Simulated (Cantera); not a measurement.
## Silicon epitaxy and polysilicon growth: Si3H8 + H2

Feed: 1 mol Si3H8, 44 mol H2, equilibrated at 30.0 mbar.

These are equilibrium values from Cantera (NASA tables, ideal gas, pure condensed phases), not measurements of a reactor. Candidate condensed phases: Si; 9 gas species. The feed counts by its element totals alone. Gases not in the tables: Si2H6 and higher silanes. Equilibrium is a limit: real reactors are often held back by kinetics, nucleation or transport.

From 973 K to 1673 K the condensed part is Si(s). At 1773 K the condensed part is Si(l). The main Si-bearing gas is SiH4 at 973 K and Si at 1773 K.

| T (K) | x H2 | x H | x Si | x SiH2 | x SiH | x Si2 | x Si3 | x SiH4 | n Si(s) | n Si(l) |
|---|---|---|---|---|---|---|---|---|---|---|
| 973 | 1.00 | 6.24e-9 | <1e-12 | 4.19e-11 | <1e-12 | <1e-12 | <1e-12 | 1.14e-8 | 3.00 | 0 |
| 1073 | 1.00 | 8.09e-8 | <1e-12 | 6.77e-10 | 1.48e-12 | <1e-12 | <1e-12 | 1.49e-8 | 3.00 | 0 |
| 1173 | 1.000 | 6.81e-7 | 1.65e-11 | 6.81e-9 | 5.12e-11 | <1e-12 | <1e-12 | 1.85e-8 | 3.00 | 0 |
| 1273 | 1.000 | 4.12e-6 | 6.02e-10 | 4.76e-8 | 1.01e-9 | <1e-12 | <1e-12 | 2.22e-8 | 3.00 | 0 |
| 1373 | 1.000 | 1.92e-5 | 1.29e-8 | 2.51e-7 | 1.27e-8 | 6.12e-12 | <1e-12 | 2.60e-8 | 3.00 | 0 |
| 1473 | 1.000 | 7.30e-5 | 1.82e-7 | 1.05e-6 | 1.14e-7 | 1.92e-10 | 3.29e-11 | 2.98e-8 | 3.00 | 0 |
| 1573 | 1.000 | 0.000235 | 1.83e-6 | 3.67e-6 | 7.64e-7 | 3.85e-9 | 8.03e-10 | 3.35e-8 | 3.00 | 0 |
| 1673 | 0.999 | 0.000657 | 1.39e-5 | 1.10e-5 | 4.08e-6 | 5.36e-8 | 1.32e-8 | 3.73e-8 | 3.00 | 0 |
| 1773 | 0.998 | 0.00164 | 7.10e-5 | 2.46e-5 | 1.52e-5 | 3.95e-7 | 9.54e-8 | 3.46e-8 | 0 | 2.99 |
x: gas mole fraction; n: condensed amount in mol.
